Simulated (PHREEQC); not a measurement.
Dissolve 0.035 mol NaOH, 0.0053 mol H3BO3 and 0.25 mol (CH3)4NCl per kg of water at 25 °C. Closed to the air; pH follows from the charge balance.

Computed with PHREEQC (ion-association model, wateq4f.dat).

Each row changes one thing in this solution. Precipitation was switched off in this run.

```tsv
case	pH	ionic strength (mol/kgw)
as made	12.31	0.285
H3BO3 from 0.0053 to 0.00583 mol/kgw	12.30	0.285
(CH3)4NCl from 0.25 to 0.375 mol/kgw	12.29	0.410
(CH3)4NCl left out	12.39	0.0350
NaOH left out	5.71	0.250
(CH3)4NCl from 0.25 to 0.125 mol/kgw	12.34	0.160
H3BO3 left out	12.38	0.285
```

Species that the database lacks are ignored. (CH3)4N+ isn't in the database: it is added as a free cation with an ion size of 4 Å.
